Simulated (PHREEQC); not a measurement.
A made-up water analysis in mmol/kgw, 25 °C, pH 3.28: Na 88.2; K 0.241; Ca 2.55; Mg 5.86; Cl 9.37; S(6) 46.3; Br 0.0301.

Valence states are taken as typed.

The numbers come from PHREEQC with the Pitzer model, pitzer.dat.

```json
[
 {"quantity": "HSO4- (mol/kgw)", "before": "0.000822", "after": "0.00156"},
 {"quantity": "SI of Gypsum (CaSO4:2H2O)", "before": "-0.64", "after": "-0.15"},
 {"quantity": "SI of Halite (NaCl)", "before": "-4.93", "after": "-4.09"}
]
```

Problem. Which change was made?
A. K from 0.241 to 0.12 mmol/kgw
B. temperature from 25 to 15 °C at the same typed pH
C. all concentrations times 3 at the same typed pH

Solution. C, all concentrations times 3 at the same typed pH

This is a speciation only: nothing precipitates in the calculation.
